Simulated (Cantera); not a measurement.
A closed system holds: 1 mol CCl₄, 0.036 mol CH₄, 3.5 mol H₂, at 173 Torr.

Method: chemical equilibrium by Gibbs-energy minimisation in Cantera with the NASA 1993 tables (ideal gas, pure condensed phases). Candidate condensed phases: C, C₆H₆, C₇H₈, C₈H₁₈; 91 gas species. The tables' values for CCl are old estimates; treat these amounts as uncertain. Kinetics and transport are ignored.

**Question.** At 3125 K, list the 4 most abundant gas species with their mole fractions, and the condensed phases.

**Answer.** HCl 0.322, Cl 0.230, H 0.215, H₂ 0.204. Condensed: C(graphite).
